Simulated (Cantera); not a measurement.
**Equilibrium for silicon oxide and oxynitride deposition: TEOS + H₂O + H₂**

Input: 1 mol TEOS, 10 mol H₂O, 0.17 mol H₂, held at 1000 Pa.

Equilibrium computed with Cantera from the NASA thermochemical tables; the gas is ideal and each condensed phase is pure. Candidate condensed phases: C, C₆H₆, C₇H₈, C₈H₁₈, H₂O, Si, SiC, SiO₂; 123 gas species. The feed counts by its element totals alone. The tables hold silica as quartz up to 1696 K and as liquid above; real silica turns to tridymite and cristobalite and melts near 1996 K. Equilibrium is a limit: real reactors are often held back by kinetics, nucleation or transport.

From 752 °C to 1352 °C the condensed part is SiO₂(β-quartz). At 1452 °C the condensed part is SiO₂(condensed).

```csv
T (°C),x H₂,x CO,x H₂O,x CO₂,x H,n SiO₂(β-quartz),n SiO₂(condensed)
752,0.621,0.237,0.0950,0.0470,3.43e-8,1.00,0
852,0.612,0.246,0.104,0.0380,3.48e-7,1.00,0
952,0.605,0.253,0.111,0.0314,2.42e-6,1.00,0
1052,0.601,0.257,0.115,0.0266,1.27e-5,1.00,0
1152,0.597,0.261,0.119,0.0229,5.27e-5,1.000,0
1252,0.594,0.264,0.122,0.0201,0.000182,1.000,0
1352,0.591,0.266,0.124,0.0179,0.000543,0.999,0
1452,0.589,0.267,0.126,0.0162,0.00143,0,0.994
```
x: gas mole fraction; n: condensed amount in mol.
